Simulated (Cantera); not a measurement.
# Hydrocarbon pyrolysis for carbon deposition

A perfectly stirred reactor is fed with C2H6 : N2 = 1 : 160 (molar parts), at 1.01 bar; it is held at 1398 K, and followed from long to short residence time.

Cantera simulation using GRI-Mech 3.0 (53 species, 325 reactions); the numbers are that mechanism's predictions, not measurements. GRI-Mech 3.0 stops at C3 and has no aromatics, soot or wall deposition, so with more carbon than oxygen in the feed, carbon stays in small species such as C2H2 where larger ones or solid carbon would form.

```json
[
 {"τ (s)": "1.7", "x C2H6": "2.61e-5", "x CH3": "8.55e-6", "x HCN": "2.57e-8", "x CH2": "1.12e-9", "x CH4": "0.00226", "x C2H4": "0.000166"},
 {"τ (s)": "0.49", "x C2H6": "5.69e-5", "x CH3": "1.21e-5", "x HCN": "3.07e-8", "x CH2": "2.57e-9", "x CH4": "0.00190", "x C2H4": "0.000311"},
 {"τ (s)": "0.14", "x C2H6": "0.000125", "x CH3": "1.71e-5", "x HCN": "3.62e-8", "x CH2": "5.95e-9", "x CH4": "0.00159", "x C2H4": "0.000599"},
 {"τ (s)": "0.039", "x C2H6": "0.000295", "x CH3": "2.58e-5", "x HCN": "4.09e-8", "x CH2": "1.41e-8", "x CH4": "0.00136", "x C2H4": "0.00117"},
 {"τ (s)": "0.011", "x C2H6": "0.000745", "x CH3": "4.18e-5", "x HCN": "4.39e-8", "x CH2": "3.30e-8", "x CH4": "0.00113", "x C2H4": "0.00208"},
 {"τ (s)": "0.0032", "x C2H6": "0.00188", "x CH3": "6.96e-5", "x HCN": "4.25e-8", "x CH2": "6.84e-8", "x CH4": "0.000768", "x C2H4": "0.00269"},
 {"τ (s)": "0.00091", "x C2H6": "0.00392", "x CH3": "0.000101", "x HCN": "3.29e-8", "x CH2": "9.87e-8", "x CH4": "0.000314", "x C2H4": "0.00184"}
]
```
x: mole fraction; the columns are a selection and need not sum to one.
